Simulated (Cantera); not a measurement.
Feed: 1 mol Ti(OiPr)4, 170 mol H2, equilibrated at 1548 K and 0.00133 bar.

Cantera equilibrium calculation (NASA polynomials, part measured and part estimated; ideal gas, pure solids and liquids). Candidate condensed phases: C, C6H6, C7H8, C8H18, H2O, Ti, TiC, TiO, TiO2, Ti2O3, Ti3O5, Ti4O7; 113 gas species. The feed counts by its element totals alone. TiC: taken at fixed stoichiometry. Equilibrium is a limit: real reactors are often held back by kinetics, nucleation or transport.

Base state: H2 0.978, CO 0.0213, H 0.000834, C2H2 (acetylene) 1.53e-5 (mole fractions); condensed: C(graphite) + TiC(s).

### Question
What changes in the equilibrium state with this change: Ti(OiPr)4 replaced by Ti?

### Answer
```json
[
 {"species": "H2", "before": "0.978", "after": "0.999"},
 {"species": "H", "before": "0.000834", "after": "0.000843"},
 {"species": "CO", "before": "0.0213", "after": "0"},
 {"species": "C2H2 (acetylene)", "before": "1.53e-5", "after": "0"},
 {"species": "C(graphite), mol", "before": "6.99", "after": "0"},
 {"species": "TiC(s), mol", "before": "1.00", "after": "0"},
 {"species": "Ti(β), mol", "before": "0", "after": "1.000"}
]
```
